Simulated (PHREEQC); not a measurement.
A solution holds 0.032 mol/kgw KHSO4 and 0.0029 mol/kgw Al(NO3)3, at 25 °C. Closed to the air; pH follows from the charge balance.

The numbers come from PHREEQC with the ion-association model, wateq4f.dat.

```
Item                      Result
----------------  --------------
pH                          1.79
ionic strength    0.0697 mol/kgw
total alkalinity    -32.0 meq/kg
```

| species | molality | activity | log γ |
|---|---|---|---|
| K+ | 0.0307 | 0.0242 | -0.102 |
| H+ | 0.0194 | 0.0163 | -0.076 |
| SO4-2 | 0.0152 | 0.00634 | -0.379 |
| HSO4- | 0.0126 | 0.0101 | -0.097 |
| NO3- | 0.00870 | 0.00680 | -0.107 |
| AlSO4+ | 0.00208 | 0.00166 | -0.097 |
| KSO4- | 0.00133 | 0.00108 | -0.092 |
| Al(SO4)2- | 0.000417 | 0.000334 | -0.097 |
| Al+3 | 0.000398 | 8.29e-5 | -0.681 |

Precipitation was switched off in this run.
